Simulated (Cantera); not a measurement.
Feed: 1 mol HF, 1.3 mol H2, 0.028 mol O2, equilibrated at 2575 K and 75.0 Torr.

These are equilibrium values from Cantera (NASA tables, ideal gas, pure condensed phases), not measurements of a reactor. Candidate condensed phases: H2O; 22 gas species. Equilibrium is a limit: real reactors are often held back by kinetics, nucleation or transport.

Base state: H2 0.483, HF 0.418, H 0.0761, H2O 0.0225, OH 0.000800, F 0.000166, O 8.20e-5 (mole fractions); condensed: gas only.

What changes in the equilibrium state with this change: pressure from 75.0 Torr to 36000 Torr?


```tsv
species	before	after
H2	0.483	0.538
HF	0.418	0.434
H2O	0.0225	0.0243
H	0.0761	0.00367
H2F2	1.02e-7	5.30e-5
O	8.20e-5	1.65e-7
F	0.000166	7.47e-6
OH	0.000800	3.73e-5
```
The ideal-gas law is rough above about 30 bar.

What changes in the equilibrium state with this change: temperature from 2575 K to 1573 K?


```csv
species,before,after
H2,0.483,0.541
HF,0.418,0.435
H2O,0.0225,0.0243
H,0.0761,9.46e-5
O,8.20e-5,<1e-9
F,0.000166,3.45e-9
```
